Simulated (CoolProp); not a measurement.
Vapour-liquid equilibrium of dimethyl ether (1) + n-perfluorobutane (2) at 308.1 K; x and y are mole fractions of (1).

Values from CoolProp's multi-fluid Helmholtz-energy mixture model, Wu 2011 and Gao 2022; pair parameters Bell 2016.

| x | bubble pressure, mixture model (MPa) | bubble pressure, Raoult's law (MPa) | y, mixture model | y, Raoult's law |
|---|---|---|---|---|
| 0.05 | [?] | 0.3841 | 0.219 | 0.101 |
| 0.2 | 0.7031 | 0.4464 | 0.528 | 0.349 |
| 0.35 | [?] | 0.5087 | 0.640 | 0.536 |
| 0.5 | 0.9073 | 0.5710 | 0.689 | 0.682 |
| 0.65 | [?] | 0.6333 | 0.717 | 0.799 |
| 0.8 | [?] | 0.6956 | 0.754 | 0.896 |
| 0.95 | 0.8553 | 0.7579 | 0.883 | 0.976 |

Fill in the missing entries.


- 0.05, bubble pressure, mixture model (MPa): 0.4581
- 0.35, bubble pressure, mixture model (MPa): 0.8469
- 0.65, bubble pressure, mixture model (MPa): 0.9272
- 0.8, bubble pressure, mixture model (MPa): 0.9271

The largest gap from Raoult's law is +66.5 % in bubble pressure, at x = 0.35. y crosses x between x = 0.65 and 0.8: the model has an azeotrope there.

Pair parameters are fitted to limited data, so mixtures are less certain than the pure fluids. With so large a gap from Raoult's law the liquid may split in two, which this calculation doesn't test in full.
